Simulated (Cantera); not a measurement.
A Cantera script and what it prints.

```python
import numpy as np
import cantera as ct

gas_names = """
    CL CLO CL2 Mg MgCL MgCL2 MgO Mg2 O O2 O3
""".split()
cond_names = """
    Mg(cr) Mg(L) MgCL2(s) MgCL2(L) MgO(s) MgO(L)
""".split()


# ... load() reads the species with a 1 bar reference pressure and builds the phases ...
atoms = {
    'MgO': {'Mg': 1, 'O': 1},
    'Cl2': {'CL': 2},
    'O2': {'O': 2},
}
top_T = {}  # K; cautious upper limits of use, not melting points


# ... equilibrate(T, P, feed) seeds the gas with the atoms and calls Mixture.equilibrate('TP', solver="vcs", rtol=1e-11, max_steps=5000) ...
results = []
feed = {'MgO': 1, 'Cl2': 0.035, 'O2': 0.29}  # mol
P = 130000  # Pa
for T in [848, 923, 998, 1073, 1148, 1223, 1298, 1373, 1448]:
    mix = equilibrate(T, P, feed)
    results.append((T, P, feed, dict(zip(mix.species_names, mix.species_moles))))

top = {s: max(r[3][s] / sum(r[3][g] for g in gas_names) for r in results) for s in gas_names}
cols = sorted((s for s in top if top[s] > 0.0001), key=lambda s: -top[s])[:6]
seen = [c for c in cond_names if any(r[3].get(c, 0) > 1e-12 for r in results)]
print("log10 of partial pressures in bar; condensed amounts in mol")
print(f"{'T/K':>10s}" + "".join(f"{s[:9]:>10s}" for s in cols + seen))
for T, P, feed, n in results:
    ng = sum(n[g] for g in gas_names)
    print(f"{T:10.4g}" + "".join(f"{np.log10(max(n[s] / ng * P / 1e5, 1e-99)):10.3f}" for s in cols)
          + "".join(f"{n.get(c, 0):10.4g}" for c in seen))
```

Result:

```
log10 of partial pressures in bar; condensed amounts in mol
       T/K        O2       CL2        CL     MgCL2       CLO    MgO(s)
       848     0.064    -0.854    -4.999    -7.062    -5.964         1
       923     0.064    -0.854    -4.379    -6.036    -5.455         1
       998     0.064    -0.854    -3.851    -5.167    -5.022         1
      1073     0.064    -0.855    -3.396    -4.422    -4.650         1
      1148     0.064    -0.856    -3.000    -3.778    -4.327         1
      1223     0.064    -0.860    -2.653    -3.217    -4.045    0.9998
      1298     0.064    -0.868    -2.348    -2.728    -3.798    0.9995
      1373     0.063    -0.886    -2.081    -2.304    -3.583    0.9988
      1448     0.062    -0.921    -1.851    -1.945    -3.400    0.9971
```

These are equilibrium values from Cantera (NASA tables, ideal gas, pure condensed phases), not measurements of a reactor.
